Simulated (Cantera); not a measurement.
Input: 1 mol SiCl₄, 0.86 mol NH₃, a varied amount of H₂, held at 1452 °C and 0.00133 bar.

Equilibrium computed with Cantera from the NASA thermochemical tables; the gas is ideal and each condensed phase is pure. Candidate condensed phases: NH₄Cl, Si, Si₃N₄; 28 gas species. Gases not in the tables: Si₂H₆ and higher silanes. The numbers say what is thermodynamically allowed, not how fast it happens.

### Question
Which condensed phases are stable at each of these points (n(H₂) (mol)): 0.62, 0.92, 1.4, 2, 2.9, 4.3, 6.4, 9.4, 14, 21, 30?

### Answer
```csv
n(H₂) (mol),condensed phases,Si condensed (%)
0.62,gas only,0.0
0.92,gas only,0.0
1.4,gas only,0.0
2,gas only,0.0
2.9,gas only,0.0
4.3,gas only,0.0
6.4,gas only,0.0
9.4,gas only,0.0
14,gas only,0.0
21,Si(l),11.9
30,Si(l),23.1
```

From 0.62 mol H₂ to 14 mol H₂ nothing is condensed. From 21 mol H₂ to 30 mol H₂ the condensed part is Si(l).
